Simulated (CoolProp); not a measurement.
Ethane at 293.15 K and 2.55 MPa flows at 4.1 m/s in a round tube of 20 mm bore and 1.5 µm roughness, fully developed (64/Re and Nu = 3.66 if laminar; Colebrook and Gnielinski if turbulent). Each further row changes one setting.

Model: reference Helmholtz-energy equation of state, Bücker 2006, in CoolProp.

```
case              Reynolds number  Darcy friction factor  pressure drop (Pa/m)  heat-transfer coefficient (W/(m² K))  mass flow (kg/h)
----------------  ---------------  ---------------------  --------------------  ------------------------------------  ----------------
as stated                     ___                    ___                   ___                                   777               ___
velocity 8.2 m/s           667000                 0.0136                   956                                  1420               ___
diameter 40 mm             667000                 0.0131                   ___                                   ___               ___
```

Q: Complete the blanks.

A: 
- as stated, Reynolds number: 333000
- as stated, Darcy friction factor: 0.0150
- as stated, pressure drop (Pa/m): 262
- as stated, mass flow (kg/h): 193
- velocity 8.2 m/s, mass flow (kg/h): 387
- diameter 40 mm, pressure drop (Pa/m): 115
- diameter 40 mm, heat-transfer coefficient (W/(m² K)): 682
- diameter 40 mm, mass flow (kg/h): 773

Viscosity comes from a separate model (Friend 1991). Thermal conductivity comes from a separate model (Friend 1991).
